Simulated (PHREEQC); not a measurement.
**Ultrapure water in contact with air or piping**

Synthetic water in mg/L, 25 °C, pH 6.25, pe 1.1:

```
constituent             mg/L
------------------  --------
Na                     0.731
K                     0.0119
Ca                      0.14
Mg                    0.0281
Cl                      1.12
S(6) as SO4           0.0295
Alkalinity as HCO3     0.535
Si as SiO2            0.0182
Li                  0.000142
Zn                   0.00775
```

Valence states are taken as typed.

The numbers come from PHREEQC with the ion-association model, phreeqc.dat.

Each row changes one thing in this solution. Precipitation was switched off in this run.

| case | CO2 (mol/kgw) | HCO3- (mol/kgw) | CO3-2 (mol/kgw) | CaHCO3+ (mol/kgw) | ZnOH+ (mol/kgw) | CaSO4 (mol/kgw) | SI of Quartz (SiO2) |
|---|---|---|---|---|---|---|---|
| as made | 1.17e-5 | 9.31e-6 | 7.95e-10 | 4.02e-10 | 2.25e-10 | 1.79e-10 | -2.54 |
| all concentrations times 4 at the same typed pH | 4.43e-5 | 3.56e-5 | 3.11e-9 | 5.96e-9 | 8.76e-10 | 2.68e-9 | -1.94 |
| pH from 6.25 to 5.75 at the same alkalinity | 4.19e-5 | 1.06e-5 | 2.85e-10 | 4.55e-10 | 7.12e-11 | 1.79e-10 | -2.54 |
| Si from 0.0182 to 0.0546 mg/L | 1.17e-5 | 9.31e-6 | 7.95e-10 | 4.02e-10 | 2.25e-10 | 1.79e-10 | -2.06 |
| pH from 6.25 to 5.5 at the same alkalinity | 8.43e-5 | 1.20e-5 | 1.82e-10 | 5.15e-10 | 4.00e-11 | 1.78e-10 | -2.54 |

Complexes and solids missing from the database can't appear.
